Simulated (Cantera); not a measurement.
A perfectly stirred reactor is fed with 48.5 % CH4, 37.9 % CO2, 13.6 % H2, at 1200000 Pa; it is held at 2025 K, and followed from long to short residence time.

Detailed kinetics in Cantera: GRI-Mech 3.0 (53 species, 325 reactions). The pressure lies above the range GRI-Mech 3.0 was tuned for (to about 10 atm).

Q: Predict: x(CH4) at τ = 28.0 s; x(CO2) at τ = 28.0 s; x(H2) at τ = 28.0 s; x(CH2CO) at τ = 28.0 s; x(CH4) at τ = 0.240 s; x(CO2) at τ = 0.240 s; x(H2) at τ = 0.240 s; x(CH2CO) at τ = 0.240 s.

A: 
```json
{
 "x(CH4) at τ = 28.0 s": "0.00993",
 "x(CO2) at τ = 28.0 s": "3.12e-5",
 "x(H2) at τ = 28.0 s": "0.555",
 "x(CH2CO) at τ = 28.0 s": "3.12e-6",
 "x(CH4) at τ = 0.240 s": "0.0123",
 "x(CO2) at τ = 0.240 s": "0.00215",
 "x(H2) at τ = 0.240 s": "0.541",
 "x(CH2CO) at τ = 0.240 s": "5.44e-6"
}
```
